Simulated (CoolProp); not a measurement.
Vapour-liquid equilibrium of n-hexane (1) + ethylbenzene (2) at 111.25 °C; x and y are mole fractions of (1).

Values from CoolProp's multi-fluid Helmholtz-energy mixture model, Thol 2019 and Zhou 2012; pair parameters Bell 2016.

| x | bubble pressure, mixture model (MPa) | bubble pressure, Raoult's law (MPa) | y, mixture model | y, Raoult's law |
|---|---|---|---|---|
| 0.05 | 0.06759 | 0.06311 | 0.300 | 0.258 |
| 0.2 | 0.1167 | 0.1046 | 0.645 | 0.623 |
| 0.35 | 0.1594 | 0.1460 | 0.778 | 0.781 |
| 0.5 | 0.1982 | 0.1875 | 0.853 | 0.869 |
| 0.65 | 0.2354 | 0.2290 | 0.906 | 0.925 |
| 0.8 | 0.2727 | 0.2704 | 0.949 | 0.964 |
| 0.95 | 0.3119 | 0.3119 | 0.988 | 0.992 |

The largest gap from Raoult's law is +11.6 % in bubble pressure, at x = 0.2. No azeotrope shows between x = 0.05 and 0.95.

Pair parameters are fitted to limited data, so mixtures are less certain than the pure fluids.
